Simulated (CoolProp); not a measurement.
Saturated liquid density (kg/m³) of CF4 (R14): the reference equation beside estimates from Tc = 227.4 K, pc = 3762 kPa, ω = 0.178.

The numbers come from the reference Helmholtz-energy equation of state, Platzer 1990 in CoolProp. This equation is an older, rougher fit; its heat capacities, sound speeds and derivatives of the liquid may be far off and weren't checked against measurements.

```json
[
 {"T (K)": "135.5", "reference": "1653", "van der Waals": "1083", "Redlich-Kwong": "1594"},
 {"T (K)": "145.3", "reference": "1602", "van der Waals": "1050", "Redlich-Kwong": "1538"},
 {"T (K)": "155.1", "reference": "1549", "van der Waals": "1015", "Redlich-Kwong": "1476"},
 {"T (K)": "164.9", "reference": "1492", "van der Waals": "977.1", "Redlich-Kwong": "1409"},
 {"T (K)": "174.6", "reference": "1432", "van der Waals": "936.3", "Redlich-Kwong": "1336"},
 {"T (K)": "184.4", "reference": "1366", "van der Waals": "890.5", "Redlich-Kwong": "1254"},
 {"T (K)": "194.2", "reference": "1292", "van der Waals": "838.8", "Redlich-Kwong": "1161"},
 {"T (K)": "204", "reference": "1206", "van der Waals": "778.4", "Redlich-Kwong": "1052"}
]
```

Absolute difference from the reference over all 8 rows, mean and median: van der Waals 34.7 and 34.6 %, Redlich-Kwong 7.0 and 6.1 %.
